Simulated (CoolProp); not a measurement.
Vapour-liquid equilibrium of CH2F2 (R32) (1) + R227EA (2) at 0.609 MPa; x and y are mole fractions of (1).

Model: multi-fluid Helmholtz-energy mixture model, Tillner-Roth 1997 and Lemmon 2016; pair parameters Bell 2016, in CoolProp.

```json
[
 {"x": "0.05", "bubble temperature (K)": "303.8", "y at the bubble point": "0.141", "dew temperature at overall composition x (K)": "306.6", "liquid density (mol/L)": "8.259"},
 {"x": "0.2", "bubble temperature (K)": "292.2", "y at the bubble point": "0.463", "dew temperature at overall composition x (K)": "301.8", "liquid density (mol/L)": "9.405"},
 {"x": "0.35", "bubble temperature (K)": "283.3", "y at the bubble point": "0.659", "dew temperature at overall composition x (K)": "296.6", "liquid density (mol/L)": "10.70"},
 {"x": "0.5", "bubble temperature (K)": "276.9", "y at the bubble point": "0.777", "dew temperature at overall composition x (K)": "290.6", "liquid density (mol/L)": "12.21"},
 {"x": "0.65", "bubble temperature (K)": "272.2", "y at the bubble point": "0.857", "dew temperature at overall composition x (K)": "283.7", "liquid density (mol/L)": "14.06"},
 {"x": "0.8", "bubble temperature (K)": "268.5", "y at the bubble point": "0.919", "dew temperature at overall composition x (K)": "275.6", "liquid density (mol/L)": "16.41"},
 {"x": "0.95", "bubble temperature (K)": "265.4", "y at the bubble point": "0.979", "dew temperature at overall composition x (K)": "266.9", "liquid density (mol/L)": "19.55"}
]
```

No azeotrope shows between x = 0.05 and 0.95.

Pair parameters are fitted to limited data, so mixtures are less certain than the pure fluids.
